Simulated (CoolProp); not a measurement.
Methanol at 298.15 K and 0.0126 MPa flows at 0.62 m/s in a round tube of 20 mm bore and 45 µm roughness, fully developed (64/Re and Nu = 3.66 if laminar; Colebrook and Gnielinski if turbulent). Each further row changes one setting.

Values from CoolProp's reference Helmholtz-energy equation of state, de Reuck 1993.

| case | Reynolds number | Darcy friction factor | pressure drop (Pa/m) | heat-transfer coefficient (W/(m² K)) | mass flow (kg/h) |
|---|---|---|---|---|---|
| as stated | 213 | 0.301 | 0.478 | 2.77 | 0.116 |
| velocity 1.24 m/s | 425 | 0.151 | 0.955 | 2.77 | 0.232 |
| diameter 40 mm | 425 | 0.151 | 0.119 | 1.38 | 0.463 |

Viscosity comes from a separate model (Xiang 2006). Thermal conductivity comes from a separate model (Sykioti 2013).
